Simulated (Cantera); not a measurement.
# CaO + HF + H₂ (oxide etching and cleaning by halides)

Feed: 1 mol CaO, 12 mol HF, 12 mol H₂, equilibrated at 0.0260 bar.

Method: chemical equilibrium by Gibbs-energy minimisation in Cantera with the NASA 1993 tables (ideal gas, pure condensed phases). Candidate condensed phases: Ca, CaF₂, CaO, Ca(OH)₂, H₂O; 29 gas species. Rates play no part.

| T (K) | log p H₂ | log p HF | log p H₂O | log p CaF₂ | log p H | log p OH | log p CaF | n CaF₂(s) | n CaF₂(l) |
|---|---|---|---|---|---|---|---|---|---|
| 700 | -1.87 | -1.95 | -2.95 | <-13 | <-13 | <-13 | <-13 | 1.00 | 0 |
| 800 | -1.87 | -1.95 | -2.95 | <-13 | -12.47 | <-13 | <-13 | 1.00 | 0 |
| 900 | -1.87 | -1.95 | -2.95 | <-13 | -10.87 | <-13 | <-13 | 1.00 | 0 |
| 1000 | -1.87 | -1.95 | -2.95 | -12.90 | -9.58 | -13.31 | <-13 | 1.00 | 0 |
| 1100 | -1.87 | -1.95 | -2.95 | -10.89 | -8.52 | -11.95 | <-13 | 1.00 | 0 |
| 1200 | -1.87 | -1.95 | -2.95 | -9.23 | -7.64 | -10.82 | <-13 | 1.000 | 0 |
| 1300 | -1.87 | -1.95 | -2.95 | -7.84 | -6.89 | -9.85 | -13.28 | 1.000 | 0 |
| 1400 | -1.87 | -1.95 | -2.95 | -6.66 | -6.25 | -9.03 | -11.43 | 1.000 | 0 |
| 1500 | -1.87 | -1.95 | -2.95 | -5.66 | -5.69 | -8.31 | -9.84 | 0.998 | 0 |
| 1600 | -1.87 | -1.95 | -2.95 | -4.80 | -5.20 | -7.68 | -8.47 | 0.986 | 0 |
| 1700 | -1.87 | -1.95 | -2.95 | -4.06 | -4.77 | -7.13 | -7.28 | 0 | 0.923 |
log p: log10 of the partial pressure in bar; n: condensed amount in mol.

From 700 K to 1600 K the condensed part is CaF₂(s). At 1700 K the condensed part is CaF₂(l).
